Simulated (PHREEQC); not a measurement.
Leach liquor: speciation

Dissolve 13 mmol/kgw HCl, 5.2 mmol/kgw Al2(SO4)3 and 0.049 mmol/kgw MgSO4 at 25 °C. Closed to the air; pH follows from the charge balance.

All values are PHREEQC results (ion-association model, phreeqc.dat), not measurements.

Each row changes one thing in this solution. No solid was allowed to form.

| case | pH | ionic strength (mol/kgw) | SO4-2 (mol/kgw) | HSO4- (mol/kgw) | Mg+2 (mol/kgw) | MgSO4 (mol/kgw) |
|---|---|---|---|---|---|---|
| as made | 2.05 | 0.0396 | 0.00497 | 0.00257 | 3.80e-5 | 1.10e-5 |
| diluted 10-fold with water | 2.94 | 0.00552 | ? | 7.94e-5 | 4.40e-6 | 5.03e-7 |
| temperature from 25 to 45 °C | 2.08 | ? | 0.00424 | 0.00324 | 3.52e-5 | 1.38e-5 |
| MgSO4 from 4.9e-05 to 9.8e-05 mol/kgw | 2.05 | 0.0397 | 0.00499 | 0.00258 | 7.58e-5 | 2.22e-5 |
| MgSO4 from 4.9e-05 to 4.41e-05 mol/kgw | 2.05 | 0.0396 | 0.00497 | 0.00257 | 3.42e-5 | ? |
| 0.0046 mol/kgw Ca(OH)2 added | 2.59 | 0.0431 | 0.00562 | 0.000811 | 3.73e-5 | 1.17e-5 |
| diluted 100-fold with water | 3.89 | ? | 0.000132 | 1.53e-6 | 4.78e-7 | 1.16e-8 |
| Al2(SO4)3 left out | 1.93 | 0.0132 | 2.70e-5 | 2.19e-5 | 4.89e-5 | 1.26e-7 |

Problem. Some entries are withheld; supply them.

Solution. 
- diluted 10-fold with water, SO4-2 (mol/kgw): 0.000904
- temperature from 25 to 45 °C, ionic strength (mol/kgw): 0.0378
- MgSO4 from 4.9e-05 to 4.41e-05 mol/kgw, MgSO4 (mol/kgw): 9.94e-6
- diluted 100-fold with water, ionic strength (mol/kgw): 0.000764

Constants without temperature data keep their 25 °C values here.
